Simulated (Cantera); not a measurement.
An isothermal, constant-pressure homogeneous reactor starts with H2 : O2 : N2 = 0.053 : 1 : 3.3 (molar parts), at 1125 K and 7.50 Torr.

Detailed kinetics in Cantera: GRI-Mech 3.0 (53 species, 325 reactions). Radical loss at walls, strong at low pressure, is not modelled.

**Question.** Predict: x(H2) at 1.00 s; x(O2) at 1.00 s; x(N2O) at 1.00 s; x(NO) at 1.00 s; x(H) at 1.00 s; x(H2O2) at 1.00 s.

**Answer.** 
| Quantity | Value |
|---|---|
| x(H2) at 1.00 s | 1.89e-5 (gas-phase equilibrium 6.27e-10) |
| x(O2) at 1.00 s | 0.225 (gas-phase equilibrium 0.225) |
| x(N2O) at 1.00 s | 1.06e-8 (gas-phase equilibrium 7.88e-10) |
| x(NO) at 1.00 s | 1.93e-7 (gas-phase equilibrium 0.000109) |
| x(H) at 1.00 s | 5.43e-5 (gas-phase equilibrium 1.12e-11) |
| x(H2O2) at 1.00 s | 1.22e-8 (gas-phase equilibrium 6.81e-12) |
